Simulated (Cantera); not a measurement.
Input: 1 mol MgCO3, 0.096 mol CO2, equilibrated at 1827 °C.

Method: chemical equilibrium by Gibbs-energy minimisation in Cantera with the NASA 1993 tables (ideal gas, pure condensed phases). Candidate condensed phases: C, Mg, MgCO3, MgO; 15 gas species. Kinetics and transport are ignored.

Problem. At 0.100 bar, list the 4 most abundant gas species with their mole fractions, and the condensed phases.

Solution. CO2 0.920, CO 0.0528, O2 0.0261, O 0.000710. Condensed: MgO(s).
